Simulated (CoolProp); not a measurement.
Aqueous potassium formate as a coolant, 23 % by mass, freezing at -14.1 °C, 1 atm.

Model: Melinder's fits for secondary coolants, in CoolProp.

| T (°C) | cp (kJ/(kg K)) | density (kg/m³) | viscosity (mPa s) | conductivity (W/(m K)) |
|---|---|---|---|---|
| -10.7 | 3.315 | 1151 | 3.31 | 0.515 |
| -5.3 | 3.322 | 1150 | 2.77 | 0.522 |
| -0 | 3.330 | 1148 | 2.36 | 0.529 |
| 5.3 | 3.338 | 1147 | 2.04 | 0.536 |
| 10.6 | 3.345 | 1145 | 1.79 | 0.543 |
| 15.9 | 3.353 | 1143 | 1.58 | 0.549 |
| 21.2 | 3.361 | 1141 | 1.41 | 0.556 |
| 26.5 | 3.368 | 1139 | 1.26 | 0.563 |
| 31.8 | 3.376 | 1138 | 1.14 | 0.570 |
